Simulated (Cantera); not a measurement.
An isothermal, constant-pressure homogeneous reactor starts with H2 : O2 = 0.24 : 1 (molar parts), at 1150 K and 2670 Pa.

Computed with Cantera and the H2/O2 subset of GRI-Mech 3.0, which has no nitrogen chemistry. Radical loss at walls, strong at low pressure, is not modelled. The temperature is held fixed by assumption; the heat of reaction is taken as removed at once.

x: mole fraction; the columns are a selection and need not sum to one.

```tsv
t (s)	x H2	x O2	x OH	x O	x H	x HO2
1.00e-5	0.194	0.806	1.18e-10	1.40e-10	9.73e-10	1.07e-9
3.64e-5	0.194	0.806	1.00e-9	1.53e-9	3.84e-9	3.91e-9
0.000133	0.194	0.806	…	…	…	…
0.000484	0.193	0.806	6.26e-5	0.000114	0.000179	1.74e-6
0.00176	0.00752	0.725	0.00762	0.0489	0.0433	2.02e-5
0.00643	0.00166	0.774	0.00350	0.00965	0.00365	1.78e-5
0.0234	…	0.785	…	…	…	…
0.0854	8.24e-6	0.786	0.000251	5.12e-5	1.37e-6	7.00e-7
0.311	1.12e-6	0.786	9.60e-5	7.50e-6	7.63e-8	1.21e-7
1.13	2.14e-7	0.786	4.28e-5	1.49e-6	6.77e-9	2.75e-8
4.13	4.91e-8	0.786	2.07e-5	3.50e-7	7.67e-10	1.03e-8
15.1	1.34e-8	0.786	1.08e-5	9.62e-8	1.11e-10	9.51e-9
54.9	6.68e-9	0.786	7.61e-6	4.74e-8	3.92e-11	1.18e-8
200	6.40e-9	0.786	7.45e-6	4.54e-8	3.68e-11	1.19e-8
```

Complete the blanks.


- 0.000133, x OH: 1.76e-8
- 0.000133, x O: 3.15e-8
- 0.000133, x H: 5.11e-8
- 0.000133, x HO2: 1.46e-8
- 0.0234, x H2: 0.000104
- 0.0234, x OH: 0.000854
- 0.0234, x O: 0.000602
- 0.0234, x H: 5.48e-5
- 0.0234, x HO2: 4.92e-6
